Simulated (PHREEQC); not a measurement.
Make-up at 75 °C: 7.7 mmol/kgw MnSO4. Closed to the air; pH follows from the charge balance.

All values are PHREEQC results (ion-association model, phreeqc.dat), not measurements.

Each row changes one thing in this solution. This is a speciation only: nothing precipitates in the calculation.

```
case                                             pH  ionic strength (mol/kgw)  SO4-2 (mol/kgw)  HSO4- (mol/kgw)
---------------------------------------------  ----  ------------------------  ---------------  ---------------
as made                                        5.94                    0.0191          0.00479          1.23e-6
MnSO4 from 0.0077 to 0.00693 mol/kgw           5.95                    0.0175          0.00438          1.12e-6
MnSO4 replaced by NaHSO4 at the same molality  2.43                    0.0158          0.00407          0.00351
0.0026 mol/kgw TMAH added                      9.11                    0.0200          0.00550         9.45e-10
0.00011 mol/kgw HBF4 added                     3.86                    0.0193          0.00469         0.000144
MnSO4 replaced by MgSO4 at the same molality   6.23                    0.0157          0.00393          5.33e-7
MnSO4 from 0.0077 to 0.00385 mol/kgw           5.99                    0.0107          0.00268          6.75e-7
diluted 100-fold with water                    6.29                  0.000301          7.51e-5          1.23e-8
```

Constants without temperature data keep their 25 °C values here. Real BF4- forms and hydrolyses slowly; the run takes it at equilibrium.
